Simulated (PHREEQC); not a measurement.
A solution holds 110 mmol/kgw NiCl2 and 0.32 mmol/kgw HCl, at 25 °C. Closed to the air; pH follows from the charge balance.

Equilibrium calculation in PHREEQC: ion-association model, wateq4f.dat.

```
quantity                  before  after
------------------------  ------  -----
pH                          3.60   5.60
ionic strength (mol/kgw)   0.292  0.292
Cl- (mol/kgw)              0.199  0.199
```

**Question.** Name the change that produced these shifts.
A) diluted 5-fold with water
B) 0.0026 mol/kgw NaHCO3 added
C) NiCl2 left out
D) 0.023 mol/kgw KCl added
E) HCl from 0.00032 to 0.0016 mol/kgw

**Answer.** B, 0.0026 mol/kgw NaHCO3 added

No solid was allowed to form.
